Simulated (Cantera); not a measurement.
Feed: 1 mol Cu, 5.6 mol F2, held at 450 K and 8.25 Torr.

Equilibrium computed with Cantera from the NASA thermochemical tables; the gas is ideal and each condensed phase is pure. Candidate condensed phases: Cu, CuF2; 6 gas species. Kinetics and transport are ignored.

Base state: F2 1.000 (mole fractions); condensed: CuF2(s).

Task: What changes in the equilibrium state with this change: temperature from 450 K to 1100 K?

Result: 
```tsv
species	before	after
F	6.11e-6	0.848
F2	1.000	0.135
CuF2	<1e-9	0.0170
CuF2(s), mol	1.00	0.860
```
